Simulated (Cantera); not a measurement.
Feed: 1 mol HMDSO, 0.37 mol H₂O, 4.7 mol N₂, held at 1250 K and 230 Pa.

Method: chemical equilibrium by Gibbs-energy minimisation in Cantera with the NASA 1993 tables (ideal gas, pure condensed phases). Candidate condensed phases: C, C₆H₆, C₇H₈, C₈H₁₈, H₂O, Si, SiC, SiO₂, Si₂N₂O, Si₃N₄; 151 gas species. The feed counts by its element totals alone. N₂ is the only nitrogen source here; it is nearly inert below about 1500 K, so the nitride shown seldom forms there in practice. The numbers say what is thermodynamically allowed, not how fast it happens.

Base state: H₂ 0.697, N₂ 0.275, CO 0.0275, HCN 5.55e-5, CH₄ 1.23e-5 (mole fractions); condensed: C(graphite) + Si₂N₂O(s).

Q: What changes in the equilibrium state with this change: HMDSO replaced by SiH₂Cl₂?

A: 
```tsv
species	before	after
N₂	0.275	0.649
HCl	0	0.246
H₂	0.697	0.0871
CO	0.0275	0
SiCl₄	0	0.0117
SiCl₂	0	0.00336
SiCl₃	0	0.00234
SiHCl₃	0	0.000147
C(graphite), mol	5.63	0
Si₂N₂O(s), mol	1.000	0.370
Si₃N₄(s), mol	0	0.0486
```
Mutual solubility and eutectic melting of coexisting phases are not modelled. The tables' values for SiCl₃ are old estimates; treat these amounts as uncertain. Further candidate phases: NH₄Cl.

Q: What changes in the equilibrium state with this change: temperature from 1250 K to 998 K?

A: 
```
species               before     after
-------------------  -------  --------
H₂                     0.697     0.704
N₂                     0.275     0.283
CO                    0.0275    0.0137
HCN                  5.55e-5   2.24e-6
CH₄                  1.23e-5  0.000111
C(graphite), mol        5.63      5.82
Si₂N₂O(s), mol         1.000     0.937
SiO₂(β-quartz), mol        0     0.125
```

Q: What changes in the equilibrium state with this change: HMDSO replaced by SiH₄?

A: 
```json
[
 {"species": "N₂", "before": "0.275", "after": "0.637"},
 {"species": "H₂", "before": "0.697", "after": "0.363"},
 {"species": "CO", "before": "0.0275", "after": "0"},
 {"species": "HCN", "before": "5.55e-5", "after": "0"},
 {"species": "CH₄", "before": "1.23e-5", "after": "0"},
 {"species": "C(graphite), mol", "before": "5.63", "after": "0"},
 {"species": "Si₂N₂O(s), mol", "before": "1.000", "after": "0.370"},
 {"species": "Si₃N₄(s), mol", "before": "0", "after": "0.0867"}
]
```
Mutual solubility and eutectic melting of coexisting phases are not modelled.
